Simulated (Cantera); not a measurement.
A perfectly stirred reactor is fed with H₂ : O₂ = 0.095 : 1 (molar parts), equivalence ratio 0.048, at 29.3 Torr; it is held at 950 K, and followed from long to short residence time.

Cantera simulation using the H2/O2 subset of GRI-Mech 3.0, which has no nitrogen chemistry; the numbers are that mechanism's predictions, not measurements. Radical loss at walls, strong at low pressure, is not modelled. The temperature is held fixed by assumption; the heat of reaction is taken as removed at once.

What does this change do: pressure from 29.3 Torr to 23.3 Torr?


| quantity | before | after |
|---|---|---|
| x(H₂) at τ = 0.970 s | 0.000867 | 0.000889 |
| x(O₂) at τ = 0.970 s | 0.909 | 0.909 |
| x(HO₂) at τ = 0.970 s | 8.79e-6 | 8.20e-6 |
| x(O) at τ = 0.970 s | 0.000269 | 0.000360 |
| x(H₂O₂) at τ = 0.970 s | 4.26e-7 | 3.59e-7 |
| x(H₂) at τ = 38.0 ms | 0.00497 | 0.00513 |
| x(O₂) at τ = 38.0 ms | 0.907 | 0.907 |
| x(HO₂) at τ = 38.0 ms | 2.34e-5 | 2.03e-5 |
| x(O) at τ = 38.0 ms | 0.00164 | 0.00219 |
| x(H₂O₂) at τ = 38.0 ms | 9.01e-7 | 7.29e-7 |
